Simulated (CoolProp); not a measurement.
A simple Rankine cycle with R134a: condensing at 324.15 K, boiler at 3.01 MPa, turbine inlet 374.6 K, turbine efficiency 0.9, pump efficiency 0.7, no recuperator. Each further row changes one setting.

The numbers come from the reference Helmholtz-energy equation of state, Tillner-Roth 1994 in CoolProp.

| case | thermal efficiency (%) | net work (kJ/kg) | heat in (kJ/kg) | turbine exit temperature (K) | volume ratio over the turbine |
|---|---|---|---|---|---|
| as stated | 7.3 | 13.1 | 180 | 337.7 | 2.42 |
| turbine inlet 394.6 K | 7.5 | 15.5 | 208 | 360.6 | 2.32 |
| condensing temperature 316.15 K | 8.8 | 16.8 | 192 | 329.7 | 2.99 |
| boiler pressure 2.11 MPa | 4.4 | 8.72 | 196 | 356.5 | 1.59 |
| turbine efficiency 0.8 | 6.3 | 11.4 | 180 | 339.1 | 2.44 |
